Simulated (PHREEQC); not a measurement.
0.1 mol of CuF2:2H2O (CuF2:2H2O) is brought to equilibrium with 1 kg of water holding 0.03 mol NaCl, at 25 °C, the pH being set by adding NaOH or HCl. Oxygen alone is held at its pressure in air (log pO2 = -0.68). The system is closed to CO2. The run lets CuF2:2H2O, Cu(OH)2, Atacamite precipitate or redissolve, and no other solid.

Model: ion-association model, wateq4f.dat, run in PHREEQC.

**Question.** Predict dissolved Cu (mol/kgw) at pH = 4, 5.5.

**Answer.** 
| pH | dissolved Cu (mol/kgw) |
|---|---|
| 4 | 0.0465 |
| 5.5 | 0.0149 |

The database's constant for dissolved Cu(OH)2 is higher than later reviews accept.
